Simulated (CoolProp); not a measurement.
50 sccm (0 °C, 1 atm) of nitrogen bubbles through liquid n-perfluorohexane at 315.3 K and leaves saturated at a total pressure of 0.15 MPa (ideal gas phase). Each further row changes one setting.

Computed with CoolProp (reference Helmholtz-energy equation of state, Gao 2022).

```
case                      vapour pressure (kPa)  mole fraction of vapour  delivery (mg/min)  delivery (sccm)  change of delivery for a bath 1 K warmer (%)
------------------------  ---------------------  -----------------------  -----------------  ---------------  --------------------------------------------
as stated                                  59.2                    0.395                492             32.6                                           6.5
bath temperature 320.3 K                   71.3                    0.476                684             45.3                                           7.3
total pressure 0.3 MPa                     59.2                    0.197                185             12.3                                           4.9
```
